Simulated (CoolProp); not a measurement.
Model: reference Helmholtz-energy equation of state, Thol 2019, in CoolProp.

Question: Give the vapour pressure (MPa), vapour Z, liquid viscosity (µPa s), vapour viscosity (µPa s) of saturated n-pentane at 296.1, 330.1 K.

Answer: 
```
T (K)  p (MPa)  vapour Z  liquid viscosity (µPa s)  vapour viscosity (µPa s)
-----  -------  --------  ------------------------  ------------------------
296.1   0.0633     0.969                       183                      6.64
330.1    0.196     0.930                       131                      7.29
```

Viscosity comes from a separate model (Quiñones-Cisneros 2006), older than the equation that it now runs on, and unchecked against measurements.
